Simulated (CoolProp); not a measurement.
CH3F (R41) along the isotherm 251.8 K: Z from the reference equation and from simpler models built on Tc = 317.3 K, pc = 5906 kPa, ω = 0.200; each cubic takes its own stable root.

Computed with CoolProp (reference Helmholtz-energy equation of state, Lemmon 2006). It is a short technical equation, of lower accuracy than the large ones.

```json
[
 {"p (kPa)": "187", "phase": "gas", "reference": "0.9720"},
 {"p (kPa)": "274", "phase": "gas", "reference": "0.9586"},
 {"p (kPa)": "402", "phase": "gas", "reference": "0.9382"},
 {"p (kPa)": "591", "phase": "gas", "reference": "0.9068"},
 {"p (kPa)": "867", "phase": "gas", "reference": "0.8572"},
 {"p (kPa)": "1270", "phase": "liquid", "reference": "0.02769"},
 {"p (kPa)": "1870", "phase": "liquid", "reference": "0.04066"},
 {"p (kPa)": "2740", "phase": "liquid", "reference": "0.05934"},
 {"p (kPa)": "4020", "phase": "liquid", "reference": "0.08659"},
 {"p (kPa)": "5910", "phase": "liquid", "reference": "0.1264"},
 {"p (kPa)": "8670", "phase": "liquid", "reference": "0.1835"},
 {"p (kPa)": "12700", "phase": "liquid", "reference": "0.2653"},
 {"p (kPa)": "18700", "phase": "liquid", "reference": "0.3841"},
 {"p (kPa)": "27400", "phase": "liquid", "reference": "0.5512"},
 {"p (kPa)": "40200", "phase": "liquid", "reference": "0.7887"},
 {"p (kPa)": "59100", "phase": "liquid", "reference": "1.126"}
]
```

### Question
How far does each simpler model (Redlich-Kwong, Soave-Redlich-Kwong) lie from the reference over these 16 states: mean and median of the absolute difference, and the worst?

### Answer
- Redlich-Kwong: mean 202.0 %, median 27.4 %, worst +2929.3 % at 251.8 K and 1270 kPa
- Soave-Redlich-Kwong: mean 18.6 %, median 25.0 %, worst +28.1 % at 251.8 K and 1270 kPa

At some of these states Redlich-Kwong gives the other phase, because its saturation line lies elsewhere.
